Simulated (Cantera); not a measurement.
A closed system holds: 1 mol Fe, 18 mol NH₃, 2.6 mol N₂, 0.23 mol O₂, held at 1725 K and 6.30 bar.

Method: chemical equilibrium by Gibbs-energy minimisation in Cantera with the NASA 1993 tables (ideal gas, pure condensed phases). Candidate condensed phases: Fe, FeO, Fe(OH)₂, Fe(OH)₃, Fe₂O₃, Fe₃O₄, H₂O; 27 gas species. Rates play no part.

Base state: H₂ 0.687, N₂ 0.300, H₂O 0.0119, NH₃ 6.76e-5, H 6.14e-5 (mole fractions); condensed: Fe(δ).

Question: What changes in the equilibrium state with this change: Fe replaced by Cu?

Answer: 
```csv
species,before,after
H₂,0.687,0.687
N₂,0.300,0.300
H₂O,0.0119,0.0119
Cu,0,3.47e-5
NH₃,6.76e-5,6.76e-5
H,6.14e-5,6.13e-5
"Fe(δ), mol",1.000,0
"Cu(l), mol",0,0.999
```
Further candidate phases: Cu, CuO, Cu(OH)₂, Cu₂O.
